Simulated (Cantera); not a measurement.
**Abatement and gas-phase synthesis: CO₂ + O₂ + N₂**

Charge: 1 mol CO₂, 0.54 mol O₂, 0.6 mol N₂, held at 3425 K and 0.00900 bar.

These are equilibrium values from Cantera (NASA tables, ideal gas, pure condensed phases), not measurements of a reactor. Candidate condensed phases: C; 24 gas species. Rates play no part.

- x(O) = 0.535
- x(CO) = 0.275
- x(N₂) = 0.162
- x(O₂) = 0.0156
- x(NO) = 0.00925
- x(CO₂) = 0.00254
- x(N) = 0.000653
- gas amount = 3.599 mol
- log10 activity of C(graphite) (absent) = -6.80
